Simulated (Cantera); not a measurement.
An isothermal, constant-pressure homogeneous reactor starts with H2 : O2 : N2 = 1.7 : 1 : 5.1 (molar parts), at 1200 K and 100.0 Torr.

Model: the H2/O2 subset of GRI-Mech 3.0, which has no nitrogen chemistry, integrated in Cantera. The temperature is held fixed by assumption; the heat of reaction is taken as removed at once.

x: mole fraction; the columns are a selection and need not sum to one.

```json
[
 {"t (s)": "1.00e-5", "x H2": "0.218", "x O2": "0.128", "x H2O": "4.00e-10", "x OH": "1.53e-10", "x O": "2.48e-10", "x H2O2": "2.26e-12", "x H": "2.71e-9"},
 {"t (s)": "3.89e-5", "x H2": "0.218", "x O2": "0.128", "x H2O": "1.41e-8", "x OH": "?", "x O": "2.87e-9", "x H2O2": "3.45e-11", "x H": "2.09e-8"},
 {"t (s)": "0.000152", "x H2": "0.218", "x O2": "0.128", "x H2O": "4.28e-6", "x OH": "?", "x O": "5.36e-7", "x H2O2": "8.07e-10", "x H": "3.70e-6"},
 {"t (s)": "0.000590", "x H2": "0.0276", "x O2": "0.0461", "x H2O": "0.153", "x OH": "?", "x O": "0.0138", "x H2O2": "6.66e-7", "x H": "0.0822"},
 {"t (s)": "0.00230", "x H2": "0.0115", "x O2": "0.0283", "x H2O": "0.221", "x OH": "?", "x O": "0.00265", "x H2O2": "1.01e-6", "x H": "0.0129"},
 {"t (s)": "0.00894", "x H2": "0.00158", "x O2": "0.0222", "x H2O": "0.242", "x OH": "?", "x O": "0.000254", "x H2O2": "8.31e-7", "x H": "0.000503"},
 {"t (s)": "0.0348", "x H2": "0.000102", "x O2": "0.0216", "x H2O": "0.244", "x OH": "?", "x O": "1.53e-5", "x H2O2": "1.90e-7", "x H": "7.84e-6"},
 {"t (s)": "0.136", "x H2": "8.24e-6", "x O2": "0.0216", "x H2O": "0.245", "x OH": "?", "x O": "1.34e-6", "x H2O2": "2.94e-8", "x H": "1.96e-7"},
 {"t (s)": "0.528", "x H2": "1.15e-6", "x O2": "0.0216", "x H2O": "0.245", "x OH": "?", "x O": "2.03e-7", "x H2O2": "5.48e-9", "x H": "1.12e-8"},
 {"t (s)": "2.05", "x H2": "2.38e-7", "x O2": "0.0216", "x H2O": "0.245", "x OH": "?", "x O": "4.35e-8", "x H2O2": "1.27e-9", "x H": "1.09e-9"},
 {"t (s)": "8.00", "x H2": "7.62e-8", "x O2": "0.0216", "x H2O": "0.245", "x OH": "?", "x O": "1.37e-8", "x H2O2": "4.17e-10", "x H": "1.98e-10"}
]
```

Some entries are withheld; supply them.


- 3.89e-5, x OH: 1.56e-9
- 0.000152, x OH: 2.87e-7
- 0.000590, x OH: 0.00441
- 0.00230, x OH: 0.00222
- 0.00894, x OH: 0.000689
- 0.0348, x OH: 0.000169
- 0.136, x OH: 5.05e-5
- 0.528, x OH: 1.97e-5
- 2.05, x OH: 9.12e-6
- 8.00, x OH: 5.11e-6
